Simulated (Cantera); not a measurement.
What does this Cantera script print?

```python
import numpy as np
import cantera as ct

surf = ct.Interface("diamond.yaml", "diamond_100")
gas, bulk = surf.adjacent["gas"], surf.adjacent["diamond"]
k = surf.kinetics_species_index(bulk.species_names[0])
cover = ["c6HH", "c6H*", "c6*H", "c6**", "c6HM", "c6B"]

rows, drift = [], 0.0
print(f"{'P':>10s}{'um/h':>11s}" + "".join(f"{s:>11s}" for s in cover))
for v in [1200, 1800, 2500, 3500, 5000, 7200, 10000, 14000]:
    T, P, xH, xCH3 = 1075, v, 0.018, 0.001
    gas.TPX = T, P, {"H": xH, "CH3": xCH3, "CH4": 0.027, "H2": 1 - xH - xCH3 - 0.027}
    surf.TP = bulk.TP = T, P
    surf.coverages = "c6H*:0.1, c6HH:0.9"
    surf.advance_coverages(100.0)
    before = surf.coverages
    surf.advance_coverages(100.0)
    drift = max(drift, np.max(np.abs(surf.coverages - before) / (surf.coverages + 1e-9)))
    rate = surf.net_production_rates[k] * bulk.mean_molecular_weight / bulk.density * 3.6e9
    rows.append([rate, *surf[cover].coverages])
    print(f"{v:10.4g}{rate:11.4e}" + "".join(f"{x:11.3e}" for x in rows[-1][1:]))
```

Output:

```
         P       um/h       c6HH       c6H*       c6*H       c6**       c6HM        c6B
      1200 6.8069e+00  5.182e-01  2.476e-02  4.157e-01  1.536e-02  1.746e-02  1.847e-08
      1800 1.0891e+01  5.173e-01  2.473e-02  4.149e-01  1.533e-02  1.868e-02  2.955e-08
      2500 1.5716e+01  5.167e-01  2.473e-02  4.144e-01  1.532e-02  1.944e-02  4.265e-08
      3500 2.2656e+01  5.163e-01  2.475e-02  4.139e-01  1.531e-02  2.005e-02  6.148e-08
      5000 3.3111e+01  5.159e-01  2.478e-02  4.136e-01  1.531e-02  2.053e-02  8.985e-08
      7200 4.8488e+01  5.156e-01  2.485e-02  4.132e-01  1.531e-02  2.089e-02  1.316e-07
     1e+04 6.8100e+01  5.154e-01  2.495e-02  4.130e-01  1.533e-02  2.113e-02  1.848e-07
   1.4e+04 9.6177e+01  5.153e-01  2.509e-02  4.127e-01  1.535e-02  2.132e-02  2.610e-07
```

Detailed kinetics in Cantera: the Harris–Goodwin 1993 mechanism for the reconstructed diamond (100) surface.
